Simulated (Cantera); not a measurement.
Carbon deposition, reforming and gasification: CO + CO2 + H2

A closed system holds: 1 mol CO, 0.85 mol CO2, 2 mol H2, at 1 atm.

These are equilibrium values from Cantera (NASA tables, ideal gas, pure condensed phases), not measurements of a reactor. Candidate condensed phases: C, C6H6, C7H8, C8H18, H2O; 110 gas species. Rates play no part.

| T (°C) | log p CO | log p H2 | log p H2O | log p H | log p CO2 | log p OH |
|---|---|---|---|---|---|---|
| 1950 | -0.35 | -0.46 | -0.75 | -2.43 | -1.36 | -3.55 |
| 2025 | -0.35 | -0.47 | -0.74 | -2.25 | -1.38 | -3.32 |
| 2100 | -0.35 | -0.47 | -0.74 | -2.09 | -1.39 | -3.11 |
| 2175 | -0.35 | -0.47 | -0.74 | -1.94 | -1.40 | -2.92 |
| 2250 | -0.35 | -0.48 | -0.74 | -1.80 | -1.41 | -2.73 |
| 2325 | -0.35 | -0.48 | -0.74 | -1.66 | -1.42 | -2.56 |
| 2400 | -0.35 | -0.49 | -0.75 | -1.54 | -1.43 | -2.40 |
| 2475 | -0.36 | -0.50 | -0.75 | -1.42 | -1.44 | -2.24 |
| 2550 | -0.36 | -0.51 | -0.76 | -1.31 | -1.46 | -2.10 |
| 2625 | -0.36 | -0.52 | -0.77 | -1.20 | -1.47 | -1.97 |
log p: log10 of the partial pressure in bar; nothing condenses.

From 1950 °C to 2625 °C nothing is condensed. The main C-bearing gas is CO throughout.
